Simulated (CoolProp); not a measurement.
Water along the isotherm 1000 K: fugacity coefficient from the reference equation and from simpler models built on Tc = 647.1 K, pc = 22.06 MPa, ω = 0.344; each cubic takes its own stable root.

The numbers come from the reference Helmholtz-energy equation of state, Wagner 2002 in CoolProp.

| p (MPa) | phase | reference |
|---|---|---|
| 0.316 | gas | 0.9992 |
| 0.492 | gas | 0.9987 |
| 0.767 | gas | 0.9980 |
| 1.19 | gas | 0.9970 |
| 1.86 | gas | 0.9953 |
| 2.89 | gas | 0.9927 |
| 4.51 | gas | 0.9885 |
| 7.02 | gas | 0.9822 |
| 10.9 | gas | 0.9724 |
| 17 | gas | 0.9572 |
| 26.5 | supercritical | 0.9341 |
| 41.2 | supercritical | 0.8997 |
| 64.2 | supercritical | 0.8509 |
| 100 | supercritical | 0.7896 |

Problem. How far does each simpler model (van der Waals, Redlich-Kwong, Soave-Redlich-Kwong, Peng-Robinson) lie from the reference over these 14 states: mean and median of the absolute difference, and the worst?

Solution. 
- van der Waals: mean 3.1 %, median 1.0 %, worst -12.1 % at 1000 K and 100 MPa
- Redlich-Kwong: mean 2.0 %, median 0.8 %, worst -6.6 % at 1000 K and 100 MPa
- Soave-Redlich-Kwong: mean 1.9 %, median 0.3 %, worst +12.2 % at 1000 K and 100 MPa
- Peng-Robinson: mean 0.6 %, median 0.3 %, worst +4.4 % at 1000 K and 100 MPa
